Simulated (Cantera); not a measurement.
# Low-pressure radical oxidation in H2/O2

An isothermal, constant-pressure homogeneous reactor starts with H₂ : O₂ = 0.017 : 1 (molar parts), equivalence ratio 0.0085, at 950 K and 0.0133 bar.

Computed with Cantera and GRI-Mech 3.0 (53 species, 325 reactions). Radical loss at walls, strong at low pressure, is not modelled.

| t (s) | x H₂ | x O₂ | x H | x OH | x H₂O₂ |
|---|---|---|---|---|---|
| 1.00e-6 | 0.0167 | 0.983 | <1e-12 | <1e-12 | <1e-12 |
| 5.68e-6 | 0.0167 | 0.983 | <1e-12 | <1e-12 | <1e-12 |
| 3.23e-5 | 0.0167 | 0.983 | 1.12e-12 | <1e-12 | <1e-12 |
| 0.000184 | 0.0167 | 0.983 | 4.80e-12 | 2.21e-12 | <1e-12 |
| 0.00104 | 0.0167 | 0.983 | 2.37e-11 | 3.18e-11 | <1e-12 |
| 0.00593 | 0.0167 | 0.983 | 6.06e-9 | 9.81e-9 | <1e-12 |
| 0.0337 | 0.000346 | 0.977 | 0.00110 | 0.000540 | 6.53e-8 |
| 0.192 | 1.04e-5 | 0.983 | 1.61e-5 | 9.29e-5 | 2.56e-8 |
| 1.09 | 3.70e-7 | 0.983 | 1.39e-7 | 1.90e-5 | 1.24e-8 |
| 6.19 | 1.46e-8 | 0.983 | 1.78e-9 | 4.50e-6 | 3.07e-9 |
| 35.2 | 1.09e-9 | 0.983 | 5.19e-11 | 1.39e-6 | 5.79e-10 |
| 200 | 1.33e-10 | 0.983 | 2.54e-12 | 5.06e-7 | 1.04e-10 |
x: mole fraction; the columns are a selection and need not sum to one.

Equilibrium at this temperature and pressure: H₂ 2.70e-12, O₂ 0.983, H <1e-12, OH 7.33e-8, H₂O₂ 2.77e-12 (gas phase only).
